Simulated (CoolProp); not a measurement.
The fluid at 267.58 K and 4.56 MPa is throttled through a valve to 0.805 MPa with no heat exchange. The same conditions are run with several fluids, on thermodynamics alone (safety and materials aside).

Computed with CoolProp (reference Helmholtz-energy equation of state of each fluid (carbon monoxide: Lemmon 2006; nitrogen: Span 2000; normal hydrogen: Leachman 2009; dry air: Lemmon 2000; CF4 (R14): Platzer 1990)). The equations of Platzer and Polt are older, rougher fits. Blends and air are pseudo-pure fits.

Problem. Rank carbon monoxide, nitrogen, normal hydrogen, dry air, CF4 (R14) by temperature change (K), highest first.

Solution. normal hydrogen (+0.9), nitrogen (-9.6), dry air (-10.1), carbon monoxide (-11.1), CF4 (R14) (-33.0)

```
fluid            final density (kg/m³)
---------------  ---------------------
carbon monoxide                   10.7
nitrogen                          10.6
normal hydrogen                  0.723
dry air                           11.0
CF4 (R14)                         39.0
```
